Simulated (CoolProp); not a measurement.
Vapour-liquid equilibrium of dimethyl ether (1) + isobutane (2) at 2.71 bar; x and y are mole fractions of (1).

The numbers come from the multi-fluid Helmholtz-energy mixture model, Wu 2011 and Bücker 2006; pair parameters Bell 2016 in CoolProp.

```csv
x,bubble temperature (K),y at the bubble point,dew temperature at overall composition x (K),liquid density (mol/L)
0.05,287.1,0.114,288.5,9.866
0.15,283.3,0.286,286.3,10.29
0.25,280.5,0.411,284.1,10.73
0.35,278.4,0.507,281.8,11.18
0.45,276.8,0.587,279.6,11.67
0.55,275.6,0.657,277.5,12.20
0.65,274.7,0.723,275.7,12.76
0.75,274.1,0.790,274.5,13.38
0.85,273.7,0.864,273.7,14.05
0.95,273.5,0.950,273.5,14.79
```

y crosses x between x = 0.85 and 0.95: the model has an azeotrope there.

Pair parameters are fitted to limited data, so mixtures are less certain than the pure fluids.
